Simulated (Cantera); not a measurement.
Charge: 1 mol B2H6, 0.05 mol H2O, held at 1573 K and 19000 Pa.

Method: chemical equilibrium by Gibbs-energy minimisation in Cantera with the NASA 1993 tables (ideal gas, pure condensed phases). The feed counts by its element totals alone. The tables' values for BH2 are old estimates; treat these amounts as uncertain. The numbers say what is thermodynamically allowed, not how fast it happens.

| species | before | after |
|---|---|---|
| H2 | 0.987 | 0.996 |
| B3O3H3 | 0.000819 | 0.00302 |
| HBO | 0.0113 | 0.00130 |
| BO | 2.51e-5 | 2.29e-7 |
| B2O2 | 0.000805 | 2.00e-5 |
| B2O3 | 0.000133 | 3.52e-6 |
| H | 9.26e-5 | 5.30e-6 |
| BH2 | 2.00e-5 | 1.70e-6 |
| HBO2 | 0.000218 | 2.21e-5 |
| B(s), mol | 1.95 | 1.96 |
| B2O3(l), mol | 0 | 0.00603 |
Gas species are given as mole fractions.

Task: Name the change that produced these shifts.
(A) temperature from 1573 K to 1225 K
(B) B2H6 replaced by B2O3
(C) temperature from 1573 K to 775 K
(D) temperature from 1573 K to 1348 K

Result: D, temperature from 1573 K to 1348 K. Mutual solubility and eutectic melting of coexisting phases are not modelled
